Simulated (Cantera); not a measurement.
## Diamond growth

A diamond (100) surface in a fixed gas of H2 with x(CH4) = 0.0036, x(H) = 0.0016, x(CH3) = 1.4e-05, 42.0 Torr; coverages are run to steady state.

Cantera simulation using the Harris–Goodwin 1993 mechanism for the reconstructed diamond (100) surface; the numbers are that mechanism's predictions, not measurements.

```tsv
T (K)	growth (µm/h)	θ c6HH	θ c6H*	θ c6*H	θ c6**	θ c6HM
950	0.311	0.640	0.0140	0.332	0.00646	0.00565
1000	0.368	0.596	0.0181	0.371	0.00927	0.00422
1050	0.374	0.554	0.0227	0.406	0.0127	0.00281
1100	0.304	0.517	0.0276	0.437	0.0166	0.00152
1150	0.205	0.483	0.0326	0.462	0.0209	0.000656
1200	0.137	0.454	0.0377	0.482	0.0254	0.000249
1250	0.107	0.429	0.0428	0.498	0.0299	9.09e-5
1300	0.0989	0.408	0.0477	0.510	0.0341	3.33e-5
1350	0.0925	0.392	0.0525	0.518	0.0379	1.23e-5
1400	0.0744	0.379	0.0571	0.522	0.0413	4.54e-6
```
θ: site fractions in the mechanism's names (c6HH fully hydrogenated, c6H* and c6*H radical sites, c6** diradical, c6HM methylated).
